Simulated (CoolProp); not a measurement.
Model: reference Helmholtz-energy equation of state, Wu 2011, in CoolProp.

Task: For dimethyl ether, give the phase and the density (kg/m³), cp (kJ/(kg K)), cv (kJ/(kg K)), speed of sound (m/s) at 387.9 K and 5590 kPa.

Result: 
- 387.9 K and 5590 kPa: liquid; density 471, cp 3.84, cv 1.79, speed of sound 353
